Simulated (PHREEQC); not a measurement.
# Reverse-osmosis permeate: speciation

Model water analysis in mg/L, 25 °C, pH 6.07, pe 8.9: Na 2.49; K 0.062; Ca 1.44; Mg 0.052; Cl 3.79; S(6) as SO4 0.806; Alkalinity as HCO3 3.65; Si as SiO2 0.0111; O(0) (dissolved oxygen) 0.00111; Sr 0.233; Ni 0.0204; Pb 1.05.

Valence states are taken as typed.

Computed with PHREEQC (ion-association model, wateq4f.dat).

Each row changes one thing in this solution. Precipitation was switched off in this run.

```
case                                               CO2 (mol/kgw)  HCO3- (mol/kgw)  Pb+2 (mol/kgw)  Ni+2 (mol/kgw)  PbCO3 (mol/kgw)  PbHCO3+ (mol/kgw)  SI of Cerrusite (PbCO3)  SI of Pb(OH)2 (Pb(OH)2)
-------------------------------------------------  -------------  ---------------  --------------  --------------  ---------------  -----------------  -----------------------  -----------------------
as made                                                 0.000112          5.98e-5         4.50e-6         3.37e-7          2.36e-7            1.99e-7                    -0.74                    -1.39
Na from 2.49 to 7.47 mg/L                               0.000112          5.98e-5         4.51e-6         3.37e-7          2.32e-7            1.97e-7                    -0.74                    -1.39
temperature from 25 to 30 °C at the same typed pH       0.000106          5.98e-5         4.48e-6         3.36e-7          2.57e-7            1.98e-7                    -0.76                    -1.22
pH from 6.07 to 6.57 at the same alkalinity              3.46e-5          5.82e-5         3.96e-6         3.22e-7          6.38e-7            1.70e-7                    -0.31                        …
all concentrations times 3 at the same typed pH         0.000323         0.000174         1.16e-5         9.59e-7                …            1.42e-6                    +0.11                        …
```

What belongs in the gaps?


- pH from 6.07 to 6.57 at the same alkalinity, SI of Pb(OH)2 (Pb(OH)2): -0.44
- all concentrations times 3 at the same typed pH, PbCO3 (mol/kgw): 1.66e-6
- all concentrations times 3 at the same typed pH, SI of Pb(OH)2 (Pb(OH)2): -1.00

Complexes and solids missing from the database can't appear. Some of these states are supersaturated (in Cerrusite, for instance).
